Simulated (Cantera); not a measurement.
Input: 1 mol CCl₄, 1.2 mol H₂, 0.031 mol F₂, held at 65.0 Pa.

These are equilibrium values from Cantera (NASA tables, ideal gas, pure condensed phases), not measurements of a reactor. Candidate condensed phases: C, C₆H₆, C₇H₈, C₈H₁₈; 118 gas species. Rates play no part. All values below are at 1525 °C.

Base state: HCl 0.575, Cl 0.408, HF 0.0153, Cl₂ 0.00110, H₂ 0.000222, H 0.000206 (mole fractions); condensed: C(graphite).

What changes in the equilibrium state with this change: CCl₄ replaced by c-C₄F₈?


| species | before | after |
|---|---|---|
| HF | 0.0153 | 0.605 |
| CF₄ | <1e-9 | 0.330 |
| CF₂ | <1e-9 | 0.0389 |
| HCl | 0.575 | 0 |
| Cl | 0.408 | 0 |
| F | 2.33e-6 | 0.0247 |
| CF₃ | <1e-9 | 0.00173 |
| Cl₂ | 0.00110 | 0 |
| C(graphite), mol | 1.000 | 2.53 |
The feed counts by its element totals alone. Gases not in the tables: C₂F₆ and larger saturated fluorocarbons.
